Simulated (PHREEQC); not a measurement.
Solution (20 °C): 0.42 mol/kgw TMAH, 0.00013 mol/kgw CO2 and 0.00075 mol/kgw K3PO4. Closed to the air; pH follows from the charge balance.

Computed with PHREEQC (ion-association model, phreeqc.dat).

Precipitation was switched off in this run.

Predict the pH, activity of water.

pH 13.61; activity of water 0.986.

Species that the database lacks are ignored. (CH3)4N+ isn't in the database: it is added as a free cation with an ion size of 4 Å.
